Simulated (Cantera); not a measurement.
A perfectly stirred reactor is fed with CH4 : CO : O2 : N2 = 1 : 0.044 : 3.49 : 13.1 (molar parts), at 2100 Torr; it is adiabatic with a 648 K inlet, and is followed from long to short residence time, starting on the burning branch (τ in s: 0.44, 0.17, 0.066, 0.025, 0.0099, 0.0038, 0.0015, 0.00058, 0.00023, 8.7e-05, 3.4e-05, 1.3e-05, 5.1e-06).

Computed with Cantera and GRI-Mech 3.0 (53 species, 325 reactions).

x: mole fraction; the columns are a selection and need not sum to one.

| τ (s) | T (K) | x CH4 | x CO | x O2 | x CH2O | x CH2 | x O | x C2H2 |
|---|---|---|---|---|---|---|---|---|
| 0.44 | 1909 | 1.14e-6 | 9.83e-5 | 0.0830 | 1.25e-7 | 3.61e-9 | 6.15e-5 | 2.73e-11 |
| 0.17 | 1908 | 2.74e-6 | 0.000134 | 0.0831 | 3.03e-7 | 9.22e-9 | 7.02e-5 | 1.42e-10 |
| 0.066 | 1907 | 6.08e-6 | 0.000214 | 0.0831 | 6.89e-7 | 2.30e-8 | 9.03e-5 | 5.75e-10 |
| 0.025 | 1904 | 1.26e-5 | 0.000385 | 0.0832 | 1.49e-6 | 5.71e-8 | 0.000135 | 1.75e-9 |
| 0.0099 | 1899 | [?] | [?] | 0.0832 | [?] | [?] | [?] | [?] |
| 0.0038 | 1890 | 4.51e-5 | 0.00133 | 0.0834 | 5.85e-6 | 2.93e-7 | 0.000383 | 7.47e-9 |
| 0.0015 | 1875 | 8.34e-5 | 0.00245 | 0.0838 | 1.12e-5 | 6.12e-7 | 0.000657 | 1.28e-8 |
| 0.00058 | 1848 | 0.000161 | 0.00456 | 0.0848 | 2.20e-5 | 1.23e-6 | 0.00110 | 2.21e-8 |
| 0.00023 | 1803 | 0.000330 | 0.00836 | 0.0868 | 4.37e-5 | 2.34e-6 | 0.00166 | 4.28e-8 |
| 8.7e-5 | 1717 | 0.000907 | 0.0165 | 0.0923 | 0.000107 | 4.67e-6 | 0.00194 | 1.46e-7 |
| 3.4e-5 | 648 | 0.0567 | 0.00250 | 0.198 | <1e-12 | <1e-12 | <1e-12 | <1e-12 |
| 1.3e-5 | 648 | 0.0567 | 0.00250 | 0.198 | <1e-12 | <1e-12 | <1e-12 | <1e-12 |
| 5.1e-6 | 648 | 0.0567 | 0.00250 | 0.198 | <1e-12 | <1e-12 | <1e-12 | <1e-12 |

Question: Some entries are withheld; supply them.

Answer: 
- 0.0099, x CH4: 2.40e-5
- 0.0099, x CO: 0.000703
- 0.0099, x CH2O: 2.96e-6
- 0.0099, x CH2: 1.31e-7
- 0.0099, x O: 0.000220
- 0.0099, x C2H2: 3.90e-9
